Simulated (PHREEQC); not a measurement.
Buffer (model solution)

Dissolve 0.23 mol/kgw H3PO4, 0.0025 mol/kgw KOH and 0.0015 mol/kgw NaCl at 88 °C. Closed to the air; pH follows from the charge balance.

Equilibrium calculation in PHREEQC: ion-association model, phreeqc.dat.

This is a speciation only: nothing precipitates in the calculation.

Task: What pH, ionic strength does the model give?

Result: pH 1.58; ionic strength 0.0348 mol/kgw.

Task: In which forms is P present?

Result: H3PO4 86 %, H2PO4- 14 % of the P.

At this temperature some constants are extrapolated from 25 °C, and those without enthalpy data are left unchanged.
